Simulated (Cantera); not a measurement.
A freely propagating, adiabatic, planar premixed flame of CH4 : H2 : O2 : N2 = 1 : 0.5 : 1.61 : 6.04 (molar parts), equivalence ratio 1.4, unburnt at 500 K and 2.60 bar; multicomponent transport, grid criteria slope 0.08 and curve 0.16, no radiation.

Computed with Cantera and GRI-Mech 3.0 (53 species, 325 reactions). Burning velocities carry a grid error of a few per cent, more on coarse grids.

Problem. Predict: laminar burning velocity; thermal thickness; peak x(CH2CO).

Solution. 
```
Quantity                      Value
------------------------  ---------
laminar burning velocity  44.2 cm/s
thermal thickness          0.262 mm
peak x(CH2CO)              0.000337
```
